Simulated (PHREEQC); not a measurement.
A solution holds 0.2 mol HF and 0.00012 mol (CH3)4NF per kg of water, at 25 °C. Closed to the air; pH follows from the charge balance.

All values are PHREEQC results (ion-association model, wateq4f.dat), not measurements.

No solid was allowed to form.

### Question
Order these F species by the share of F that they hold, largest first: H2F2, F-, HF2-, HF.

### Answer
HF (58 %), H2F2 (35 %), F- (4.1 %), HF2- (3.6 %)

The pH is 1.98 and the ionic strength 0.0118 mol/kgw. Species that the database lacks are ignored. (CH3)4N+ isn't in the database: it is added as a free cation with an ion size of 4 Å. wateq4f.dat counts part of the HF as a dimer, H2F2, which phreeqc.dat doesn't know; its constant is uncertain.
